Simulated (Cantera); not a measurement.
Input: 1 mol Si, 0.099 mol O₂, 5.2 mol H₂, held at 1.00 bar.

Equilibrium computed with Cantera from the NASA thermochemical tables; the gas is ideal and each condensed phase is pure. Candidate condensed phases: H₂O, Si, SiO₂; 18 gas species. Each liquid is taken as pure. Mutual solubility and eutectic melting of coexisting phases are not modelled. The tables hold silica as quartz up to 1696 K and as liquid above; real silica turns to tridymite and cristobalite and melts near 1996 K. Gases not in the tables: Si₂H₆ and higher silanes. The numbers say what is thermodynamically allowed, not how fast it happens.

Which condensed phases are stable at each of these points (T (K)): 1198, 1298, 1398, 1498, 1598, 1698, 1798, 1898, 1998, 2098, 2198?


| T (K) | condensed phases | Si condensed (%) |
|---|---|---|
| 1198 | Si(s) + SiO₂(β-quartz) | 100.0 |
| 1298 | Si(s) + SiO₂(β-quartz) | 100.0 |
| 1398 | Si(s) + SiO₂(β-quartz) | 100.0 |
| 1498 | Si(s) + SiO₂(β-quartz) | 99.7 |
| 1598 | Si(s) + SiO₂(β-quartz) | 98.6 |
| 1698 | Si(l) + SiO₂(condensed) | 93.5 |
| 1798 | Si(l) | 80.2 |
| 1898 | Si(l) | 80.2 |
| 1998 | Si(l) | 80.1 |
| 2098 | Si(l) | 80.0 |
| 2198 | Si(l) | 79.8 |

From 1198 K to 1598 K the condensed part is Si(s) + SiO₂(β-quartz). At 1698 K the condensed part is Si(l) + SiO₂(condensed). From 1798 K to 2198 K the condensed part is Si(l).
